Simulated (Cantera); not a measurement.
Source: NASA polynomial tables (part measured, part estimated), evaluated in Cantera. Values are per mole of reaction as written; species without (g) are pure solids or liquids, kept so even where they would boil at 1 bar.

3 TiO(g) + H₂O₂(g) + Cl₂(g) ⇌ 2 HCl(g) + Ti₃O₅

```csv
T (K),ΔH° (kJ),ΔS° (J/K),ΔG° (kJ),log10 K
598,-2641.9,-589.6,-2289.4,199.97
623,-2640.7,-587.5,-2274.7,190.71
648,-2639.4,-585.6,-2260.0,182.17
673,-2638.2,-583.7,-2245.4,174.27
698,-2636.9,-581.8,-2230.8,166.94
723,-2635.7,-580.0,-2216.3,160.12
748,___,___,___,___
773,-2633.1,-576.6,-2187.4,147.81
798,-2631.8,-574.9,-2173.0,142.23
823,___,___,___,___
848,-2629.1,-571.7,-2144.3,132.08
```

Complete the blanks.


- 748, ΔH° (kJ): -2634.4
- 748, ΔS° (J/K): -578.3
- 748, ΔG° (kJ): -2201.8
- 748, log10 K: 153.75
- 823, ΔH° (kJ): -2630.4
- 823, ΔS° (J/K): -573.3
- 823, ΔG° (kJ): -2158.6
- 823, log10 K: 137.00
